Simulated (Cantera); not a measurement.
A freely propagating, adiabatic, planar premixed flame of 33.3 % H2, 15.1 % O2, 51.6 % N2, equivalence ratio 1.1, unburnt at 625 K and 1.01 bar; multicomponent transport, grid criteria slope 0.08 and curve 0.16, no radiation.

Detailed kinetics in Cantera: the H2/O2 subset of GRI-Mech 3.0, which has no nitrogen chemistry. Burning velocities carry a grid error of a few per cent, more on coarse grids.

x: mole fraction of selected species; z is measured from the peak of heat release.

```csv
z (mm),T (K),u (m/s),x H2,x O2,x HO2,x H2O2,x OH,x H
-1.37,625,9.05,0.333,0.151,<1e-8,<1e-8,<1e-8,<1e-8
-0.913,625,9.05,0.333,0.151,<1e-8,<1e-8,<1e-8,<1e-8
-0.685,625,9.05,0.333,0.151,<1e-8,<1e-8,<1e-8,<1e-8
-0.457,625,9.05,0.333,0.151,…,<1e-8,<1e-8,…
-0.228,635,9.18,0.331,0.151,0.000209,2.00e-6,4.13e-5,0.000174
-0.114,…,11.7,…,0.146,0.000200,…,…,…
0,1289,17.6,0.176,0.0992,8.58e-5,4.96e-6,0.00487,0.0498
0.114,1613,21.7,0.0800,0.0392,3.11e-5,2.65e-6,0.0127,0.0756
0.228,1763,23.5,0.0662,0.0262,1.85e-5,1.57e-6,0.0164,0.0702
0.457,1926,25.4,0.0656,0.0216,1.28e-5,8.46e-7,0.0193,0.0566
0.913,2096,27.3,0.0647,0.0179,8.72e-6,4.83e-7,0.0210,0.0425
1.83,2264,29.1,0.0615,0.0140,5.75e-6,3.14e-7,0.0212,0.0299
3.65,2414,30.6,0.0567,0.0103,3.87e-6,2.42e-7,0.0197,0.0199
```

**Question.** Some entries are withheld; supply them.

**Answer.** 
- -0.457, x HO2: 3.20e-7
- -0.457, x H: 3.69e-8
- -0.114, T (K): 825
- -0.114, x H2: 0.302
- -0.114, x H2O2: 1.13e-5
- -0.114, x OH: 0.000817
- -0.114, x H: 0.00730
